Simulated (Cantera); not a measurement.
What does this Cantera script print?

```python
import numpy as np
import cantera as ct

gas_names = """
    CL CLO CL2 N NO NO2 NO3 N2 N2O O O2 O3 Si SiCL SiCL2 SiCL3 SiCL4 SiN SiO SiO2 Si2 Si2N Si3
""".split()
cond_names = """
    Si(cr) Si(L) SiO2(Lqz) SiO2(hqz) SiO2(L) Si2N2O(s) Si3N4(a)
""".split()


# ... load() reads the species with a 1 bar reference pressure and builds the phases ...
atoms = {
    'SiCl4': {'Si': 1, 'CL': 4},
    'O2': {'O': 2},
    'N2': {'N': 2},
}
top_T = {'Si2N2O(s)': 2100, 'Si3N4(a)': 2400}  # K; cautious upper limits of use, not melting points


# ... equilibrate(T, P, feed) seeds the gas with the atoms and calls Mixture.equilibrate('TP', solver="vcs", rtol=1e-11, max_steps=5000) ...
results = []
feed = {'SiCl4': 1, 'O2': 0.3, 'N2': 11}  # mol
P = 260  # Pa
for T in [1373, 1423, 1473, 1523, 1573, 1623, 1673, 1723, 1773, 1823, 1873]:
    mix = equilibrate(T, P, feed)
    results.append((T, P, feed, dict(zip(mix.species_names, mix.species_moles))))

top = {s: max(r[3][s] / sum(r[3][g] for g in gas_names) for r in results) for s in gas_names}
cols = sorted((s for s in top if top[s] > 0.0001), key=lambda s: -top[s])[:6]
seen = [c for c in cond_names if any(r[3].get(c, 0) > 1e-12 for r in results)]
print("log10 of partial pressures in bar; condensed amounts in mol")
print(f"{'T/K':>10s}" + "".join(f"{s[:9]:>10s}" for s in cols + seen))
for T, P, feed, n in results:
    ng = sum(n[g] for g in gas_names)
    print(f"{T:10.4g}" + "".join(f"{np.log10(max(n[s] / ng * P / 1e5, 1e-99)):10.3f}" for s in cols)
          + "".join(f"{n.get(c, 0):10.4g}" for c in seen))
```

Result:

```
log10 of partial pressures in bar; condensed amounts in mol
       T/K        N2        CL     SiCL4       SiO       CL2     SiCL2 SiO2(hqz)   SiO2(L)
      1373    -2.647    -3.809    -3.843   -11.155    -4.342    -9.579       0.3         0
      1423    -2.649    -3.733    -3.846   -10.077    -4.524    -8.754       0.3         0
      1473    -2.651    -3.683    -3.850    -9.030    -4.738    -7.943       0.3         0
      1523    -2.653    -3.651    -3.855    -8.022    -4.968    -7.157       0.3         0
      1573    -2.654    -3.629    -3.866    -7.068    -5.199    -6.412    0.2998         0
      1623    -2.656    -3.606    -3.892    -6.188    -5.410    -5.736    0.2984         0
      1673    -2.661    -3.564    -3.953    -5.416    -5.570    -5.175    0.2903         0
      1723    -2.671    -3.493    -4.077    -4.790    -5.657    -4.778         0    0.2581
      1773    -2.690    -3.398    -4.301    -4.309    -5.684    -4.566         0     0.168
      1823    -2.715    -3.306    -4.677    -3.978    -5.703    -4.536         0         0
      1873    -2.719    -3.287    -5.028    -3.983    -5.859    -4.365         0         0
```

These are equilibrium values from Cantera (NASA tables, ideal gas, pure condensed phases), not measurements of a reactor. The tables' values for SiCl3 are old estimates; treat these amounts as uncertain. The tables hold silica as quartz up to 1696 K and as liquid above; real silica turns to tridymite and cristobalite and melts near 1996 K.
